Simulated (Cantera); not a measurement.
A Cantera script and its output.

```python
import numpy as np
import cantera as ct

gas = ct.Solution("gri30.yaml")
gas.TPX = 1850, 2200, {'CH4': 1, 'N2': 76, 'H2O': 0.086}
reactor = ct.IdealGasConstPressureReactor(gas, energy="off", clone=False)
net = ct.ReactorNet([reactor])
net.rtol, net.atol = 1e-08, 1e-18
show = ['CH4', 'C2H6', 'C2H2', 'CH2', 'C2H', 'HCN']
times = np.geomspace(3e-06, 2, 9)

steps = ct.SolutionArray(gas, extra=["t"])
rows = []
print(f"{'t/s':>10s}{'T/K':>9s}{'P/Pa':>11s}" + "".join(f"{s:>11s}" for s in show))
for t in times:
    while net.time < t:
        t_next = net.step()
        steps.append(gas.state, t=t_next)
    rows.append([np.interp(t, steps.t, y) for y in (steps.T, steps.P, *steps(*show).X.T)])
    print(f"{t:10.3e}{rows[-1][0]:9.1f}{rows[-1][1]:11.4g}" + "".join(f"{x:11.3e}" for x in rows[-1][2:]))
rate = np.gradient(steps.T, steps.t)
print("integrator steps:", len(steps.t))
if steps.T.max() > steps.T[0] + 200:
    print(f"time of steepest temperature rise: {steps.t[rate.argmax()]:.4e} s")
gas.TPX = 1850, 2200, {'CH4': 1, 'N2': 76, 'H2O': 0.086}
gas.equilibrate("TP")
print(f"equilibrium (TP): T = {gas.T:.1f} K  " + "  ".join(f"{s} {gas[s].X[0]:.3e}" for s in show))
```

It prints:

```
       t/s      T/K       P/Pa        CH4       C2H6       C2H2        CH2        C2H        HCN
 3.000e-06   1850.0       2200  1.297e-02  4.504e-17  2.330e-20  3.741e-15  4.909e-29  3.927e-18
 1.604e-05   1850.0       2200  1.297e-02  7.596e-15  1.954e-17  4.213e-13  8.687e-25  4.552e-16
 8.572e-05   1850.0       2200  1.297e-02  1.626e-12  2.615e-14  5.401e-11  2.056e-20  3.142e-14
 4.582e-04   1850.0       2200  1.295e-02  3.224e-10  5.703e-11  3.258e-09  3.568e-16  1.702e-12
 2.449e-03   1850.0       2200  1.285e-02  2.118e-08  6.760e-08  6.888e-08  1.544e-12  1.208e-10
 1.309e-02   1850.0       2200  1.202e-02  6.003e-07  5.165e-05  1.088e-06  4.471e-09  2.375e-08
 6.999e-02   1850.0       2200  4.033e-03  4.860e-07  3.938e-03  2.683e-06  3.151e-07  5.359e-06
 3.741e-01   1850.0       2200  2.989e-04  7.788e-09  6.151e-03  8.044e-07  7.338e-07  3.855e-05
 2.000e+00   1850.0       2200  4.916e-05  4.437e-10  6.025e-03  3.195e-07  1.065e-06  1.372e-04
integrator steps: 1060
equilibrium (TP): T = 1850.0 K  CH4 4.631e-08  C2H6 1.072e-15  C2H2 3.146e-04  CH2 7.069e-10  C2H 8.622e-08  HCN 1.106e-02
```

Computed with Cantera and GRI-Mech 3.0 (53 species, 325 reactions). GRI-Mech 3.0 stops at C3 and has no aromatics, soot or wall deposition, so with more carbon than oxygen in the feed, carbon stays in small species such as C2H2 where larger ones or solid carbon would form. Radical loss at walls, strong at low pressure, is not modelled.
